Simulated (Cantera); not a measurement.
A Cantera script and what it prints.

```python
import numpy as np
import cantera as ct

gas_names = """
    Ca CaO CaOH CaO2H2 Ca2 H HO2 H2 H2O H2O2 O OH O2 O3
""".split()
cond_names = """
    Ca(a) Ca(b) Ca(L) CaO(s) CaO(L) CaO2H2(s) H2O(s) H2O(L)
""".split()


# ... load() reads the species with a 1 bar reference pressure and builds the phases ...
atoms = {
    'Ca(OH)2': {'Ca': 1, 'O': 2, 'H': 2},
    'H2': {'H': 2},
}
top_T = {}  # K; cautious upper limits of use, not melting points


# ... equilibrate(T, P, feed) seeds the gas with the atoms and calls Mixture.equilibrate('TP', solver="vcs", rtol=1e-11, max_steps=5000) ...
results = []
feed = {'Ca(OH)2': 1, 'H2': 0.15}  # mol
T = 1123.15  # K
P = 1500  # Pa
mix = equilibrate(T, P, feed)
results.append((T, P, feed, dict(zip(mix.species_names, mix.species_moles))))
print(gas.report(threshold=1e-05))
for i in range(1, mix.n_phases):
    print(f"{mix.phase(i).name:16s} {mix.phase_moles(i):12.5e} mol")
```

It prints:

```
       temperature   1123.2 K
          pressure   1500 Pa
           density   0.0025585 kg/m^3
  mean mol. weight   15.928 kg/kmol
   phase of matter   gas

                          1 kg             1 kmol
                     ---------------   ---------------
          enthalpy       -1.1299e+07       -1.7997e+08  J
   internal energy       -1.1885e+07       -1.8931e+08  J
           entropy             16757        2.6691e+05  J/K
    Gibbs function        -3.012e+07       -4.7976e+08  J
 heat capacity c_p            2597.2             41369  J/K
 heat capacity c_v            2075.2             33055  J/K

                      mass frac. Y      mole frac. X     chem. pot. / RT
                     ---------------   ---------------   ---------------
                H2          0.016509           0.13043           -24.039
               H2O           0.98349           0.86957           -55.475
     [  +12 minor]        1.4404e-08         1.307e-07

Ca(L)             0.00000e+00 mol
CaO(s)            1.00000e+00 mol
```

Equilibrium computed with Cantera from the NASA thermochemical tables; the gas is ideal and each condensed phase is pure.
